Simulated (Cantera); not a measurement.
A closed system holds: 1 mol SiC, 0.17 mol H2O, 9.6 mol H2, held at 1 atm.

Equilibrium computed with Cantera from the NASA thermochemical tables; the gas is ideal and each condensed phase is pure. Candidate condensed phases: C, C6H6, C7H8, C8H18, H2O, Si, SiC, SiO2; 123 gas species. Mutual solubility and eutectic melting of coexisting phases are not modelled. The tables hold silica as quartz up to 1696 K and as liquid above; real silica turns to tridymite and cristobalite and melts near 1996 K. Gases not in the tables: Si2H6 and higher silanes. Rates play no part.

x: gas mole fraction; n: condensed amount in mol.

| T (K) | x H2 | x CH4 | x CO | x SiO | x H | x SiH2 | n SiC(s) | n SiO2(β-quartz) | n C(graphite) | n SiO2(condensed) |
|---|---|---|---|---|---|---|---|---|---|---|
| 923 | 0.991 | 0.00878 | 4.28e-11 | 1.10e-12 | 2.42e-10 | <1e-12 | 0.915 | 0.0850 | 0 | 0 |
| 1023 | 0.991 | 0.00878 | 1.13e-8 | 8.35e-11 | 4.09e-9 | <1e-12 | 0.915 | 0.0850 | 0 | 0 |
| 1123 | 0.991 | 0.00877 | 1.11e-6 | 2.88e-9 | 4.21e-8 | 7.61e-12 | 0.915 | 0.0850 | 0 | 0 |
| 1223 | 0.991 | 0.00870 | 5.04e-5 | 5.50e-8 | 2.97e-7 | 5.48e-11 | 0.915 | 0.0847 | 0 | 0 |
| 1323 | 0.992 | (withheld) | 0.000892 | 7.53e-7 | 1.57e-6 | 3.72e-10 | 0.919 | 0.0806 | 0.00604 | 0 |
| 1423 | 0.993 | (withheld) | 0.00390 | 9.83e-6 | 6.58e-6 | 3.73e-9 | 0.934 | 0.0658 | 0 | 0 |
| 1523 | 0.994 | (withheld) | 0.00534 | 0.000125 | 2.29e-5 | 5.23e-8 | 0.941 | 0.0581 | 0 | 0 |
| 1623 | 0.992 | (withheld) | 0.00603 | 0.00121 | 6.84e-5 | 5.83e-7 | 0.939 | 0.0492 | 0 | 0 |
| 1723 | 0.983 | (withheld) | 0.00841 | 0.00829 | 0.000180 | 4.16e-6 | 0.916 | 0 | 0 | 0.00179 |
| 1823 | 0.982 | (withheld) | 0.00852 | 0.00856 | 0.000427 | 1.20e-5 | 0.915 | 0 | 0 | 0 |
| 1923 | 0.982 | (withheld) | 0.00854 | 0.00854 | 0.000927 | 3.07e-5 | 0.915 | 0 | 0 | 0 |
| 2023 | 0.981 | (withheld) | 0.00857 | 0.00850 | 0.00187 | 7.11e-5 | 0.914 | 0 | 0 | 0 |

**Question.** What belongs in the gaps?

**Answer.** 
- 1323, x CH4: 0.00678
- 1423, x CH4: 0.00283
- 1523, x CH4: 0.000699
- 1623, x CH4: 0.000185
- 1723, x CH4: 6.58e-5
- 1823, x CH4: 5.36e-5
- 1923, x CH4: 4.51e-5
- 2023, x CH4: 3.88e-5
